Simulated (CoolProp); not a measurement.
A single-stage vapour-compression cycle with the fluid: evaporating at 242.15 K (dew point), condensing at 292.15 K (bubble point), superheat 5 K, subcooling 2 K, compressor efficiency 0.8, no pressure losses. The same conditions are run with several fluids, on thermodynamics alone (safety and materials aside).

Values from CoolProp's reference Helmholtz-energy equation of state of each fluid (nitrous oxide: Lemmon 2006; propane: Lemmon 2009; chloromethane (R40): Thol 2014; propylene: Lemmon 2013; R407C: Lemmon 2003; R152A: Outcalt 1996). Blends and air are pseudo-pure fits.

```
fluid                cooling COP  pressure ratio  discharge temperature (K)  refrigerating effect (kJ/kg)  volumetric capacity (kJ/m³)
-------------------  -----------  --------------  -------------------------  ----------------------------  ---------------------------
nitrous oxide               2.56            3.87                      354.7                           199                         6340
propane                     3.14            5.05                      317.2                           303                         1100
chloromethane (R40)         3.20            6.54                      386.6                           363                          676
propylene                   3.13            4.87                      324.3                           311                         1370
R407C                       2.69            7.62                      337.1                           172                         1000
R152A                       3.23            6.75                      334.3                           260                          636
```
